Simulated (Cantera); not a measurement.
Input (Python, Cantera):

```python
import numpy as np
import cantera as ct

gas = ct.Solution("gri30.yaml")


def delay(T, t_max=10):
    gas.TPX = T, 500000, {'CO': 1, 'H2': 0.6, 'CH4': 0.71, 'O2': 3.42, 'N2': 19.1}
    reactor = ct.IdealGasConstPressureReactor(gas, clone=False)
    net = ct.ReactorNet([reactor])
    net.rtol, net.atol = 1e-8, 1e-16
    while net.time < t_max:
        t_old, T_old = net.time, reactor.T
        net.step()
        if reactor.T > T + 400:  # ignition: a rise of 400 K
            return t_old + (T + 400 - T_old) / (reactor.T - T_old) * (net.time - t_old)
    return np.nan


taus = []
for T in [1048, 1123, 1198, 1273, 1348, 1423]:
    taus.append(delay(T))
    print(f"T0 = {T:6g} K   tau = {taus[-1]:.4e} s")
```

Result:

```
T0 =   1048 K   tau = 3.6381e-03 s
T0 =   1123 K   tau = 9.6523e-04 s
T0 =   1198 K   tau = 3.9709e-04 s
T0 =   1273 K   tau = 2.0050e-04 s
T0 =   1348 K   tau = 1.1238e-04 s
T0 =   1423 K   tau = 6.7436e-05 s
```

Computed with Cantera and GRI-Mech 3.0 (53 species, 325 reactions).
